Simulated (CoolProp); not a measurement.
n-heptane at several states: density (kg/m³) from the reference equation and from simpler models built on Tc = 541.2 K, pc = 27.74 bar, ω = 0.349; each cubic takes its own stable root.

Model: reference Helmholtz-energy equation of state, Span 2003, in CoolProp. It is a short technical equation, of lower accuracy than the large ones.

| T (K) | p (bar) | phase | reference |
|---|---|---|---|
| 358.6 | 0.129 | gas | 0.4367 |
| 212 | 7.42 | liquid | 751.6 |
| 415.5 | 27.1 | liquid | 576.0 |

Q: How far does each simpler model (van der Waals, Soave-Redlich-Kwong, Peng-Robinson) lie from the reference over these 3 states: mean and median of the absolute difference, and the worst?

A: 
- van der Waals: mean 27.9 %, median 40.3 %, worst -42.9 % at 212 K and 7.42 bar
- Soave-Redlich-Kwong: mean 8.2 %, median 11.1 %, worst -13.4 % at 212 K and 7.42 bar
- Peng-Robinson: mean 1.2 %, median 0.6 %, worst -3.0 % at 212 K and 7.42 bar
